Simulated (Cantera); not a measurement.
A Cantera script and what it prints.

```python
import numpy as np
import cantera as ct

gas_names = [...]  # 118 gases of nasa_gas.yaml made of C, Cl, F, H
cond_names = """
    C(gr) C6H6(L) C7H8(L) C8H18(L),n-octa
""".split()


# ... load() reads the species with a 1 bar reference pressure and builds the phases ...
atoms = {
    'CF4': {'C': 1, 'F': 4},
    'HCl': {'H': 1, 'CL': 1},
}
top_T = {'C(gr)': 4500}  # K; cautious upper limits of use, not melting points


# ... equilibrate(T, P, feed) seeds the gas with the atoms and calls Mixture.equilibrate('TP', solver="vcs", rtol=1e-11, max_steps=5000) ...
results = []
feed = {'CF4': 1, 'HCl': 2.1}  # mol
T = 2273.15  # K
P = 13332.2  # Pa
mix = equilibrate(T, P, feed)
results.append((T, P, feed, dict(zip(mix.species_names, mix.species_moles))))
print(gas.report(threshold=0.0001))
for i in range(1, mix.n_phases):
    print(f"{mix.phase(i).name:16s} {mix.phase_moles(i):12.5e} mol")
```

Output:

```
       temperature   2273.2 K
          pressure   13332 Pa
           density   0.023306 kg/m^3
  mean mol. weight   33.04 kg/kmol
   phase of matter   gas

                          1 kg             1 kmol
                     ---------------   ---------------
          enthalpy       -2.1467e+06       -7.0927e+07  J
   internal energy       -2.7188e+06       -8.9827e+07  J
           entropy            8248.5        2.7253e+05  J/K
    Gibbs function       -2.0897e+07       -6.9042e+08  J
 heat capacity c_p            1056.9             34920  J/K
 heat capacity c_v            805.25             26605  J/K

                      mass frac. Y      mole frac. X     chem. pot. / RT
                     ---------------   ---------------   ---------------
             CCLF3         0.0024236         0.0007666           -93.429
                CF        0.00035976        0.00038331           -26.679
               CF2          0.084468          0.055807           -50.313
               CF3         0.0064104         0.0030692           -73.947
               CF4           0.16894          0.063424           -97.581
                CL           0.43938           0.40951           -19.482
               CLF         0.0011495        0.00069752           -43.116
               CL2          0.013978         0.0065136           -38.964
                 F          0.014614          0.025415           -23.634
               HCL          0.011398          0.010329           -38.214
                HF           0.25677           0.42404           -42.366
     [ +107 minor]        0.00010989        4.9303e-05

C(gr)             4.02877e-01 mol
```

These are equilibrium values from Cantera (NASA tables, ideal gas, pure condensed phases), not measurements of a reactor. Gases not in the tables: C2F6 and larger saturated fluorocarbons.
